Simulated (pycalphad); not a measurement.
Source of the numbers: pycalphad with the COST 507 light-alloy database (1999); pressure 1 atm. These are 1990s assessments: newer ones move some temperatures and phases. Not assessed as a whole: an extrapolation from subsystems, which can miss ternary compounds.

Molar enthalpy of Al-3.49Si-7.25Cu (at.%) in equilibrium (SER reference):

```csv
T (K),H (kJ/mol),phases
1850,55.65,liquid
1750,52.55,liquid
1650,49.45,liquid
1550,46.34,liquid
1450,43.24,liquid
1350,40.13,liquid
1250,37.04,liquid
1150,33.94,liquid
1050,30.86,liquid
950,27.78,liquid
900,26.24,liquid
850,22.32,liquid + fcc
750,9.46,fcc + ALCU_THETA + diamond (Si)
700,7.71,fcc + ALCU_THETA + diamond (Si)
650,6.10,fcc + ALCU_THETA + diamond (Si)
550,3.14,fcc + ALCU_THETA + diamond (Si)
```

Cooling from 900 K to 750 K, across the freezing range, releases 16.8 kJ/mol, or 566 J/g. The slope is 31 J/(mol K) in the liquid and 35 J/(mol K) just below the solidus, where it includes any heat of precipitation. Liquidus 868 K, solidus 785 K. Changes were sought between steps of 50 K, so a narrower field can be missed.

Database names, with the compositions (at.%) that they take in these runs: ALCU_THETA: Al 67 Cu 32.
